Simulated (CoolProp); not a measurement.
The fluid at 379.73 K and 0.0048 MPa flows at 1.7 m/s in a round tube of 6 mm bore and 1.5 µm roughness, fully developed (64/Re and Nu = 3.66 if laminar; Colebrook and Gnielinski if turbulent). The same conditions are run with several fluids, on thermodynamics alone (safety and materials aside).

Computed with CoolProp (reference Helmholtz-energy equation of state of each fluid (n-nonane: Lemmon 2006; p-xylene: Zhou 2012; benzene: Thol 2012; water: Wagner 2002; m-xylene: Zhou 2012)).

Question: Rank n-nonane, p-xylene, benzene, water, m-xylene by Reynolds number, highest first.

Answer: n-nonane (291), p-xylene (203), m-xylene (201), benzene (126), water (22.2)

```csv
fluid,Darcy friction factor,pressure drop (Pa/m),heat-transfer coefficient (W/(m² K)),mass flow (kg/h)
n-nonane,0.220,10.4,10.2,0.0339
p-xylene,0.316,12.3,10.7,0.0280
benzene,0.507,14.5,10.8,0.0206
water,2.88,19.0,15.1,0.00474
m-xylene,0.318,12.4,9.82,0.0280
```

Transport values come from each fluid's own correlations.
